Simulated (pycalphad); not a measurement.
CALPHAD calculation (pycalphad, COST 507 light-alloy database (1999)), 1 atm. The database dates from 1999; later assessments differ in places, in temperatures and in the compounds included.

Molar enthalpy of Al-5.54Si (at.%) in equilibrium (SER reference):

```csv
T (°C),H (kJ/mol),phases
1577,59.09,liquid
1497,56.57,liquid
1417,54.05,liquid
1337,51.53,liquid
1257,49.01,liquid
1177,46.49,liquid
1097,43.97,liquid
1017,41.45,liquid
937,38.93,liquid
857,36.41,liquid
777,33.89,liquid
697,31.38,liquid
657,30.12,liquid
617,26.81,liquid + fcc
577,15.94,fcc + diamond (Si)
537,14.50,fcc + diamond (Si)
457,11.83,fcc + diamond (Si)
377,9.38,fcc + diamond (Si)
297,7.08,fcc + diamond (Si)
```

Cooling from 657 °C to 577 °C, across the freezing range, releases 14.2 kJ/mol, or 524 J/g. The slope is 31 J/(mol K) in the liquid and 36 J/(mol K) just below the solidus, where it includes any heat of precipitation. Liquidus 625 °C, solidus 577 °C. Changes were sought between steps of 40 K, so a narrower field can be missed.
